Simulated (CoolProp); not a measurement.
Vapour-liquid equilibrium of ethylene (1) + isobutane (2) at 438 kPa; x and y are mole fractions of (1).

Computed with CoolProp (multi-fluid Helmholtz-energy mixture model, Smukala 2000 and Bücker 2006; pair parameters Bell 2016).

### Question
Give the bubble temperature and the first vapour's composition at x = 0.05, 0.35, 0.8. Is there an azeotrope?

### Answer
x = 0.05: 289.5 K, y = 0.384; x = 0.35: 232.5 K, y = 0.951; x = 0.8: 205.2 K, y = 0.997. No azeotrope shows between x = 0.05 and 0.95.

Pair parameters are fitted to limited data, so mixtures are less certain than the pure fluids.
